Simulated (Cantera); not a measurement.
A Cantera script and its output.

```python
import numpy as np
import cantera as ct

gas = ct.Solution("gri30.yaml")
gas.TPX = 1073, 110000, {'N2O': 1, 'O2': 2.5}
reactor = ct.IdealGasConstPressureReactor(gas, energy="off", clone=False)
net = ct.ReactorNet([reactor])
net.rtol, net.atol = 1e-08, 1e-18
show = ['N2O', 'O2', 'NO2', 'NO', 'N2']
times = np.geomspace(2e-06, 60, 12)

steps = ct.SolutionArray(gas, extra=["t"])
rows = []
print(f"{'t/s':>10s}{'T/K':>9s}{'P/Pa':>11s}" + "".join(f"{s:>11s}" for s in show))
for t in times:
    while net.time < t:
        t_next = net.step()
        steps.append(gas.state, t=t_next)
    rows.append([np.interp(t, steps.t, y) for y in (steps.T, steps.P, *steps(*show).X.T)])
    print(f"{t:10.3e}{rows[-1][0]:9.1f}{rows[-1][1]:11.4g}" + "".join(f"{x:11.3e}" for x in rows[-1][2:]))
rate = np.gradient(steps.T, steps.t)
print("integrator steps:", len(steps.t))
if steps.T.max() > steps.T[0] + 200:
    print(f"time of steepest temperature rise: {steps.t[rate.argmax()]:.4e} s")
gas.TPX = 1073, 110000, {'N2O': 1, 'O2': 2.5}
gas.equilibrate("TP")
print(f"equilibrium (TP): T = {gas.T:.1f} K  " + "  ".join(f"{s} {gas[s].X[0]:.3e}" for s in show))
```

Result:

```
       t/s      T/K       P/Pa        N2O         O2        NO2         NO         N2
 2.000e-06   1073.0    1.1e+05  2.857e-01  7.143e-01  3.518e-19  4.689e-11  1.252e-08
 9.567e-06   1073.0    1.1e+05  2.857e-01  7.143e-01  1.220e-16  9.936e-10  6.596e-08
 4.576e-05   1073.0    1.1e+05  2.857e-01  7.143e-01  2.916e-14  1.607e-08  4.046e-07
 2.189e-04   1073.0    1.1e+05  2.857e-01  7.143e-01  2.090e-12  1.369e-07  2.408e-06
 1.047e-03   1073.0    1.1e+05  2.857e-01  7.143e-01  6.066e-11  7.379e-07  1.217e-05
 5.009e-03   1073.0    1.1e+05  2.856e-01  7.143e-01  1.452e-09  3.611e-06  5.887e-05
 2.396e-02   1073.0    1.1e+05  2.854e-01  7.143e-01  3.115e-08  1.732e-05  2.821e-04
 1.146e-01   1073.0    1.1e+05  2.841e-01  7.144e-01  5.409e-07  8.225e-05  1.346e-03
 5.482e-01   1073.0    1.1e+05  2.782e-01  7.150e-01  5.111e-06  3.835e-04  6.341e-03
 2.622e+00   1073.0    1.1e+05  2.525e-01  7.176e-01  2.627e-05  1.672e-03  2.824e-02
 1.254e+01   1073.0    1.1e+05  1.668e-01  7.263e-01  9.068e-05  5.549e-03  1.012e-01
 6.000e+01   1073.0    1.1e+05  3.853e-02  7.403e-01  1.661e-04  9.482e-03  2.115e-01
integrator steps: 654
equilibrium (TP): T = 1073.0 K  N2O 3.210e-09  O2 7.500e-01  NO2 4.683e-06  NO 7.075e-05  N2 2.500e-01
```

Detailed kinetics in Cantera: GRI-Mech 3.0 (53 species, 325 reactions). GRI-Mech 3.0 was tuned for natural gas; its chemistry of N2O as a main component is partial and can be far from experiment. The mechanism lacks the step 2 NO + O2 → 2 NO2, which can matter for NO2 below about 1400 K. The temperature is held fixed by assumption; the heat of reaction is taken as removed at once.
